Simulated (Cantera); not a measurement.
A closed system holds: 1 mol (CH3)2SiCl2, 0.076 mol HCl, 7 mol H2, 0.046 mol C3H8, held at 2027 °C and 133 Pa.

Cantera equilibrium calculation (NASA polynomials, part measured and part estimated; ideal gas, pure solids and liquids). Candidate condensed phases: C, C6H6, C7H8, C8H18, Si, SiC; 109 gas species. The feed counts by its element totals alone. The tables' values for SiCl are old estimates; treat these amounts as uncertain. Gases not in the tables: Si2H6 and higher silanes. Equilibrium is a limit: real reactors are often held back by kinetics, nucleation or transport.

Base state: H2 0.582, H 0.202, HCl 0.114, Si 0.0542, Cl 0.0285, SiC2 0.00748, SiCl2 0.00303, C2H2 (acetylene) 0.00252 (mole fractions); condensed: C(graphite).

Task: What changes in the equilibrium state with this change: (CH3)2SiCl2 replaced by CH3SiH3?

Result: 
```tsv
species	before	after
H2	0.582	0.694
H	0.202	0.221
Si	0.0542	0.0631
HCl	0.114	0.00480
Cl	0.0285	0.00110
SiCl2	0.00303	5.25e-6
SiCl	0.00249	0.000112
SiH2	2.11e-5	2.92e-5
Si2	8.12e-5	0.000110
Si2C	0.00238	0.00322
C(graphite), mol	1.83	0.800
```

Task: What changes in the equilibrium state with this change: pressure from 133 Pa to 13300 Pa?

Result: 
| species | before | after |
|---|---|---|
| H2 | 0.582 | 0.798 |
| HCl | 0.114 | 0.161 |
| H | 0.202 | 0.0237 |
| Si | 0.0542 | 0.00100 |
| Cl | 0.0285 | 0.00344 |
| SiCl2 | 0.00303 | 0.00818 |
| CH4 | 9.68e-8 | 1.82e-5 |
| C3 | 1.25e-5 | 1.25e-7 |
| SiC2 | 0.00748 | 0.000139 |
| SiCl3 | 1.52e-6 | 4.97e-5 |
| C(graphite), mol | 1.83 | 1.17 |
| SiC(s), mol | 0 | 0.883 |
The tables' values for SiCl, SiCl3 are old estimates; treat these amounts as uncertain.

Task: What changes in the equilibrium state with this change: (CH3)2SiCl2 replaced by SiH2Cl2?

Result: 
```tsv
species	before	after
H2	0.582	0.551
H	0.202	0.197
HCl	0.114	0.132
Si	0.0542	0.0684
Cl	0.0285	0.0340
C3	1.25e-5	3.23e-6
C2H2 (acetylene)	0.00252	0.000964
C2H	3.95e-5	1.55e-5
SiC2	0.00748	0.00382
SiCl2	0.00303	0.00545
C(graphite), mol	1.83	0
```
